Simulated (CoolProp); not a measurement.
Vapour-liquid equilibrium of n-butane (1) + cis-2-butene (2) at 387.4 K; x and y are mole fractions of (1).

The numbers come from the multi-fluid Helmholtz-energy mixture model, Bücker 2006 and Lemmon 2005; pair parameters Bell 2016 in CoolProp.

Problem. Give the bubble pressure and the first vapour's composition at x = 0.2, 0.35, 0.65. Is there an azeotrope?

Solution. x = 0.2: 1.912 MPa, y = 0.210; x = 0.35: 1.938 MPa, y = 0.361; x = 0.65: 1.972 MPa, y = 0.656. No azeotrope shows between x = 0.05 and 0.95.

The pair parameters rest on a limited set of measurements; away from them the model extrapolates.
